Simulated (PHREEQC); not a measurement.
2.8 g of hydrous ferric oxide (600 m²/g; 0.2 weak and 0.005 strong sites per Fe, Dzombak-Morel constants, diffuse double layer) in 1 kg of water with 0.05 mol/kgw of an inert sodium salt and 6.4e-05 mol/kgw H3BO3, 0.00054 mol/kgw BaCl2 and 0.00031 mol/kgw ZnCl2, at 25 °C; the pH is set by adding NaOH or the inert anion's acid. Oxygen alone is held at its pressure in air (log pO2 = -0.68). The system is closed to CO2. Nothing may precipitate in this run.

Base run: PHREEQC, ion-association model, wateq4f.dat. Each further column changes one thing. The table gives B sorbed (%).

```tsv
pH	base	no electrostatic term (-no_edl)	background salt from 0.05 to 0.005 mol/kgw	oxide from 2.8 to 14 g/kgw
3	0.1	0.0	0.3	0.4
3.5	0.2	0.0	0.7	1.0
4.5	0.9	0.0	1.4	[?]
5	1.3	0.0	1.7	5.9
5.5	1.6	0.0	1.8	[?]
6.5	1.9	0.4	1.9	[?]
7	1.9	0.9	1.9	9.1
7.5	1.9	1.5	1.9	9.0
8.5	1.5	1.4	1.5	7.6
9	1.0	0.7	1.1	5.4
```

**Question.** Fill in the missing entries.

**Answer.** 
- 4.5, oxide from 2.8 to 14 g/kgw: 4.1
- 5.5, oxide from 2.8 to 14 g/kgw: 7.3
- 6.5, oxide from 2.8 to 14 g/kgw: 8.8

The oxide is taken as insoluble; below pH 4 it would dissolve.
